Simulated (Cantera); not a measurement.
A perfectly stirred reactor is fed with CH₄ : CO : O₂ : N₂ = 1 : 0.17 : 1.74 : 6.53 (molar parts), equivalence ratio 1.2, at 9.80 bar; it is adiabatic with a 525 K inlet, and is followed from long to short residence time, starting on the burning branch (τ in s: 0.068, 0.034, 0.017, 0.0086, 0.0043, 0.0021, 0.0011, 0.00054, 0.00027, 0.00013, 6.7e-05).

Model: GRI-Mech 3.0 (53 species, 325 reactions), integrated in Cantera.

### Question
What does this change do: inlet temperature 525 to 750 K?

### Answer
| quantity | before | after |
|---|---|---|
| blow-out, bracketed by the residence times tried | burning at 67.0 µs, the shortest tried | burning at 67.0 µs, the shortest tried |
| x(CH₄) at τ = 68.0 ms | 7.97e-6 | 1.71e-6 |
| x(CO) at τ = 68.0 ms | 0.0492 | 0.0508 |
| x(O₂) at τ = 68.0 ms | 6.85e-5 | 0.000227 |
| x(N₂O) at τ = 68.0 ms | 3.72e-8 | 1.05e-7 |
| x(OH) at τ = 68.0 ms | 0.000767 | 0.00187 |
| x(CH₄) at τ = 2.10 ms | 7.89e-5 | 3.18e-5 |
| x(CO) at τ = 2.10 ms | 0.0497 | 0.0513 |
| x(O₂) at τ = 2.10 ms | 0.000565 | 0.000661 |
| x(N₂O) at τ = 2.10 ms | 9.14e-8 | 1.48e-7 |
| x(OH) at τ = 2.10 ms | 0.00142 | 0.00254 |
